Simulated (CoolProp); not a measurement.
CF4 (R14) along the isotherm 323.1 K: density (kg/m³) from the reference equation and from simpler models built on Tc = 227.4 K, pc = 3762 kPa, ω = 0.178; each cubic takes its own stable root.

The numbers come from the reference Helmholtz-energy equation of state, Platzer 1990 in CoolProp. This equation is an older, rougher fit; its heat capacities, sound speeds and derivatives of the liquid may be far off and weren't checked against measurements.

```json
[
 {"p (kPa)": "513", "phase": "gas", "reference": "17.04"},
 {"p (kPa)": "1030", "phase": "gas", "reference": "34.70"},
 {"p (kPa)": "1540", "phase": "gas", "reference": "52.61"},
 {"p (kPa)": "2050", "phase": "gas", "reference": "71.02"},
 {"p (kPa)": "2570", "phase": "gas", "reference": "90.31"},
 {"p (kPa)": "3080", "phase": "gas", "reference": "109.7"},
 {"p (kPa)": "3590", "phase": "gas", "reference": "129.7"},
 {"p (kPa)": "4100", "phase": "supercritical", "reference": "150.1"},
 {"p (kPa)": "4620", "phase": "supercritical", "reference": "171.5"},
 {"p (kPa)": "5130", "phase": "supercritical", "reference": "192.9"},
 {"p (kPa)": "5640", "phase": "supercritical", "reference": "214.8"}
]
```

**Question.** How far does each simpler model (ideal gas, van der Waals, Peng-Robinson) lie from the reference over these 11 states: mean and median of the absolute difference, and the worst?

**Answer.** 
- ideal gas: mean 7.9 %, median 8.0 %, worst -14.0 % at 323.1 K and 5640 kPa
- van der Waals: mean 2.9 %, median 2.6 %, worst +6.6 % at 323.1 K and 5640 kPa
- Peng-Robinson: mean 1.1 %, median 1.2 %, worst +1.5 % at 323.1 K and 5640 kPa
